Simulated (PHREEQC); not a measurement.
KBr is added in steps, without added water, to 1 kg of water holding 0.025 mol HF, 0.00017 mol CuSO4 and 5.5e-05 mol KCl, at 25 °C. O2 is buffered at 0.21 atm. CO2 from the air is kept out. Only these solids could form: Sylvite.

Base run: PHREEQC, ion-association model, phreeqc.dat. Each further column changes one thing. The table gives KSO4- (mol/kgw).

```
KBr added (mol)     base  Davies equation for every ion  database wateq4f.dat  all activity coefficients set to 1
---------------  -------  -----------------------------  --------------------  ----------------------------------
0                3.71e-8                        3.70e-8               3.76e-8                             4.67e-8
0.00475          2.91e-6                        2.91e-6               2.95e-6                                 ___
0.007917         4.58e-6                        4.58e-6               4.63e-6                             6.51e-6
0.01267          6.82e-6                        6.83e-6               6.89e-6                             1.01e-5
0.01742          8.83e-6                        8.85e-6               8.92e-6                             1.36e-5
0.02058          1.01e-5                        1.01e-5               1.02e-5                             1.59e-5
0.02533          1.18e-5                        1.19e-5               1.19e-5                             1.91e-5
0.03008          1.34e-5                        1.35e-5               1.35e-5                                 ___
0.03325          1.44e-5                        1.45e-5               1.45e-5                                 ___
0.038            1.59e-5                        1.60e-5               1.60e-5                                 ___
```

Question: Complete the blanks.

Answer: 
- 0.00475, all activity coefficients set to 1: 3.98e-6
- 0.03008, all activity coefficients set to 1: 2.22e-5
- 0.03325, all activity coefficients set to 1: 2.42e-5
- 0.038, all activity coefficients set to 1: 2.71e-5

 wateq4f.dat counts part of the HF as a dimer, H2F2, which phreeqc.dat doesn't know; its constant is uncertain. phreeqc.dat and wateq4f.dat share most of their constants, so their agreement is no independent check. Solids allowed in the column 'database wateq4f.dat': Cu(OH)2, Brochantite, Antlerite, Atacamite, Chalcanthite, CuF2:2H2O.
